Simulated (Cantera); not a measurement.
Input: 1 mol SiF4, 1.2 mol O3, 40 mol N2, 20 mol H2O, at 3.60 mbar.

Method: chemical equilibrium by Gibbs-energy minimisation in Cantera with the NASA 1993 tables (ideal gas, pure condensed phases). Candidate condensed phases: H2O, Si, SiO2, Si2N2O, Si3N4; 58 gas species. The tables hold silica as quartz up to 1696 K and as liquid above; real silica turns to tridymite and cristobalite and melts near 1996 K. Rates play no part. All values below are at 1152 °C.

Base state: N2 0.627, H2O 0.282, HF 0.0627, O2 0.0280, NO 0.000271, OH 0.000163, H2 1.85e-5 (mole fractions); condensed: SiO2(β-quartz).

**Question.** What changes in the equilibrium state with this change: O3 from 1.2 to 7.4 mol?

**Answer.** 
```csv
species,before,after
N2,0.627,0.547
H2O,0.282,0.246
O2,0.0280,0.151
HF,0.0627,0.0547
H2,1.85e-5,6.94e-6
NO,0.000271,0.000588
OH,0.000163,0.000232
"SiO2(β-quartz), mol",1.000,1.000
```
